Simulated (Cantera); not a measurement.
An adiabatic, constant-volume homogeneous reactor starts with H₂ : O₂ : N₂ = 1 : 0.238 : 2.86 (molar parts), equivalence ratio 2.1, at 1798 K and 2.60 bar. Integrator tolerance rtol = 1e-08.

Computed with Cantera and the H2/O2 subset of GRI-Mech 3.0, which has no nitrogen chemistry. The hydrogen kinetics of GRI-Mech 3.0 are dated; newer H2 mechanisms differ, most at raised pressure.

```csv
quantity,before,after
time of steepest temperature rise,4.75 µs,0.549 µs
temperature at 8.00 s,2698 K,2758 K
equilibrium temperature,2698 K,2758 K
x(H₂) at 8.00 s,0.131 (gas-phase equilibrium 0.131),0.134 (gas-phase equilibrium 0.134)
x(O₂) at 8.00 s,4.78e-5 (gas-phase equilibrium 4.78e-5),8.22e-6 (gas-phase equilibrium 8.22e-6)
x(H₂O) at 8.00 s,0.120 (gas-phase equilibrium 0.120),0.122 (gas-phase equilibrium 0.122)
x(HO₂) at 8.00 s,6.47e-8 (gas-phase equilibrium 6.47e-8),3.48e-8 (gas-phase equilibrium 3.48e-8)
x(H) at 8.00 s,0.0107 (gas-phase equilibrium 0.0107),0.00439 (gas-phase equilibrium 0.00439)
```

Which change was made?
A) initial temperature 1798 to 1150 K
B) pressure from 2.60 bar to 24.0 bar
C) pressure from 2.60 bar to 0.360 bar
D) initial temperature 1798 to 1748 K

B, pressure from 2.60 bar to 24.0 bar
